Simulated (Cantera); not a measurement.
A closed system holds: 1 mol Pb, 0.13 mol H2, 0.014 mol O2, at 0.133 bar.

Cantera equilibrium calculation (NASA polynomials, part measured and part estimated; ideal gas, pure solids and liquids). Candidate condensed phases: H2O, Pb, PbO, PbO2, Pb3O4; 12 gas species. The numbers say what is thermodynamically allowed, not how fast it happens. All values below are at 1075 K.

Base state: H2 0.784, H2O 0.215, Pb 0.000570 (mole fractions); condensed: Pb(l).

Task: What changes in the equilibrium state with this change: Pb replaced by Hg?

Result: 
| species | before | after |
|---|---|---|
| Hg | 0 | 0.885 |
| H2 | 0.784 | 0.0903 |
| H2O | 0.215 | 0.0248 |
| Pb | 0.000570 | 0 |
| Pb(l), mol | 1.000 | 0 |
Further candidate phases: Hg, HgO.
